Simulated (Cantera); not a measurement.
An isothermal, constant-pressure homogeneous reactor starts with C2H6 : N2 = 1 : 1.4 (molar parts), at 1775 K and 1.01 bar.

Detailed kinetics in Cantera: GRI-Mech 3.0 (53 species, 325 reactions). GRI-Mech 3.0 stops at C3 and has no aromatics, soot or wall deposition, so with more carbon than oxygen in the feed, carbon stays in small species such as C2H2 where larger ones or solid carbon would form.

x: mole fraction; the columns are a selection and need not sum to one.

| t (s) | x C2H6 | x C2H2 | x H2 | x C2H | x C2H4 | x CH2 | x H |
|---|---|---|---|---|---|---|---|
| 9.00e-5 | 0.000884 | 0.128 | 0.276 | 7.70e-7 | 0.0820 | [?] | 0.000211 |
| 0.000266 | 0.000159 | 0.163 | 0.307 | 4.98e-7 | 0.0411 | [?] | 0.000120 |
| 0.000786 | 0.000124 | 0.190 | 0.333 | 5.79e-7 | 0.00934 | 3.19e-7 | 0.000130 |
| 0.00232 | 9.47e-5 | 0.199 | 0.353 | 6.19e-7 | 0.00307 | [?] | 0.000140 |
| 0.00687 | 4.97e-5 | 0.206 | 0.381 | 6.54e-7 | 0.00276 | [?] | 0.000154 |
| 0.0203 | 1.55e-5 | 0.215 | 0.414 | 7.04e-7 | 0.00266 | [?] | 0.000173 |
| 0.0600 | 3.85e-6 | 0.221 | 0.435 | 7.44e-7 | 0.00272 | [?] | 0.000187 |
| 0.177 | 1.93e-6 | 0.222 | 0.442 | 7.59e-7 | 0.00276 | 4.30e-8 | 0.000192 |
| 0.524 | 1.83e-6 | 0.222 | 0.443 | 7.61e-7 | 0.00276 | 4.13e-8 | 0.000193 |
| 1.55 | 1.83e-6 | 0.222 | 0.443 | 7.61e-7 | 0.00276 | 4.13e-8 | 0.000193 |
| 4.58 | 1.83e-6 | 0.222 | 0.443 | 7.61e-7 | 0.00276 | 4.13e-8 | 0.000193 |
| 13.5 | 1.83e-6 | 0.222 | 0.443 | 7.60e-7 | 0.00276 | 4.13e-8 | 0.000193 |
| 40.0 | 1.83e-6 | 0.222 | 0.443 | 7.60e-7 | 0.00276 | 4.13e-8 | 0.000193 |

### Question
Fill in the missing entries.

### Answer

- 9.00e-5, x CH2: 1.22e-6
- 0.000266, x CH2: 3.45e-7
- 0.00232, x CH2: 2.90e-7
- 0.00687, x CH2: 2.22e-7
- 0.0203, x CH2: 1.34e-7
- 0.0600, x CH2: 6.69e-8
